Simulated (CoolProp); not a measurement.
Vapour pressure (MPa) of R1224YDZ: the reference equation beside estimates from Tc = 428.7 K, pc = 3.334 MPa, ω = 0.325. Clausius-Clapeyron is anchored at 320 K with a constant enthalpy of vaporisation of 22.73 kJ/mol.

Model: reference Helmholtz-energy equation of state, Akasaka 2023, in CoolProp.

| T (K) | reference | Clausius-Clapeyron | Redlich-Kwong | Peng-Robinson |
|---|---|---|---|---|
| 320 | 0.3011 | 0.3011 | 0.4903 | 0.2991 |
| 326.9 | 0.3687 | 0.3606 | 0.5772 | 0.3662 |
| 333.8 | 0.4471 | 0.4287 | 0.6743 | 0.4444 |
| 340.7 | 0.5376 | 0.5060 | 0.7823 | 0.5346 |
| 347.6 | 0.6411 | 0.5934 | 0.9016 | 0.6382 |
| 354.6 | 0.7607 | 0.6931 | 1.035 | 0.7581 |
| 361.5 | 0.8942 | 0.8030 | 1.179 | 0.8924 |
| 368.4 | 1.044 | 0.9252 | 1.336 | 1.044 |

Absolute difference from the reference over all 8 rows, mean and median: Clausius-Clapeyron 6.3 and 6.7 %, Redlich-Kwong 44.0 and 43.1 %, Peng-Robinson 0.4 and 0.5 %.
